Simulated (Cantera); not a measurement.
Charge: 1 mol Pb, 0.17 mol CO2, 130 mol H2, held at 1375 °C.

These are equilibrium values from Cantera (NASA tables, ideal gas, pure condensed phases), not measurements of a reactor. Candidate condensed phases: C, C6H6, C7H8, C8H18, H2O, Pb, PbO, PbO2, Pb3O4; 113 gas species. Kinetics and transport are ignored.

### Question
At 370 Pa, list the 4 most abundant gas species with their mole fractions, and the condensed phases.

### Answer
H2 0.988, Pb 0.00762, H 0.00146, CO 0.00129. Condensed: gas only.
